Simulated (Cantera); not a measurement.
Input (Python, Cantera) and output of one run.

```python
import numpy as np
import cantera as ct

gas_names = [...]  # 109 gases of nasa_gas.yaml made of C, Cl, H, Si
cond_names = """
    C(gr) C6H6(L) C7H8(L) C8H18(L),n-octa Si(cr) Si(L) SiC(b)
""".split()


# ... load() reads the species with a 1 bar reference pressure and builds the phases ...
atoms = {
    'SiHCl3': {'Si': 1, 'H': 1, 'CL': 3},
    'C2H4': {'C': 2, 'H': 4},
    'H2': {'H': 2},
}
top_T = {'C(gr)': 4500, 'SiC(b)': 3050}  # K; cautious upper limits of use, not melting points


# ... equilibrate(T, P, feed) seeds the gas with the atoms and calls Mixture.equilibrate('TP', solver="vcs", rtol=1e-11, max_steps=5000) ...
results = []
feed = {'SiHCl3': 1, 'C2H4': 0.13, 'H2': 110}  # mol
T = 2325  # K
P = 1400  # Pa
mix = equilibrate(T, P, feed)
results.append((T, P, feed, dict(zip(mix.species_names, mix.species_moles))))
print(gas.report(threshold=0.0001))
for i in range(1, mix.n_phases):
    print(f"{mix.phase(i).name:16s} {mix.phase_moles(i):12.5e} mol")
```

Result:

```
       temperature   2325 K
          pressure   1400 Pa
           density   0.00022061 kg/m^3
  mean mol. weight   3.0462 kg/kmol
   phase of matter   gas

                          1 kg             1 kmol
                     ---------------   ---------------
          enthalpy        2.7307e+07        8.3183e+07  J
   internal energy        2.0961e+07        6.3852e+07  J
           entropy             76066        2.3171e+05  J/K
    Gibbs function       -1.4955e+08       -4.5555e+08  J
 heat capacity c_p             11138             33929  J/K
 heat capacity c_v            8408.5             25614  J/K

                      mass frac. Y      mole frac. X     chem. pot. / RT
                     ---------------   ---------------   ---------------
    C2H2,acetylene         0.0068795        0.00080484           -32.237
                CL          0.019327         0.0016608           -27.438
                 H          0.028841          0.087159           -12.184
               HCL             0.279          0.023312           -39.622
                H2           0.58158           0.87879           -24.369
                Si          0.067364         0.0073066           -9.1483
              SiC2         0.0035197        0.00020577           -17.016
              SiCL         0.0034565        0.00016572           -36.586
               SiH         0.0027201        0.00028481           -21.333
              Si2C         0.0035601        0.00015906           -22.231
     [  +99 minor]          0.003749         0.0001558

C(gr)             0.00000e+00 mol
Si(L)             0.00000e+00 mol
SiC(b)            0.00000e+00 mol
```

Equilibrium computed with Cantera from the NASA thermochemical tables; the gas is ideal and each condensed phase is pure. The tables' values for SiCl are old estimates; treat these amounts as uncertain. Gases not in the tables: Si2H6 and higher silanes.
